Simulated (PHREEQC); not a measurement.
# Ultrapure water in contact with air or piping: speciation

Model water analysis in mg/L, 20 °C, pH 5.77, pe -2: Na 0.0194; K 0.00717; Ca 0.0235; Mg 0.00425; Cl 0.0303; S(6) as SO4 0.0198; Alkalinity as HCO3 0.0806; Sr 3.99e-05; N(-3) as NH4 2.51e-05.

Na is adjusted to close the charge balance.
Valence states are taken as typed.

The numbers come from PHREEQC with the ion-association model, phreeqc.dat.

The ionic strength is 5.26e-6 mol/kgw.

| species | molality | activity | log γ |
|---|---|---|---|
| CO2 | 1.23e-5 | 1.23e-5 | 0.000 |
| HCO3- | 3.02e-6 | 3.01e-6 | -0.001 |
| H+ | 1.70e-6 | 1.70e-6 | -0.001 |
| Na+ | 8.80e-7 | 8.77e-7 | -0.001 |
| Cl- | 8.55e-7 | 8.52e-7 | -0.001 |
| Ca+2 | 5.86e-7 | 5.80e-7 | -0.005 |
| SO4-2 | 2.06e-7 | 2.04e-7 | -0.005 |
| K+ | 1.83e-7 | 1.83e-7 | -0.001 |
| Mg+2 | 1.75e-7 | 1.73e-7 | -0.005 |
| OH- | 4.04e-9 | 4.03e-9 | -0.001 |
| NH4+ | 1.39e-9 | 1.39e-9 | -0.001 |

Precipitation was switched off in this run.
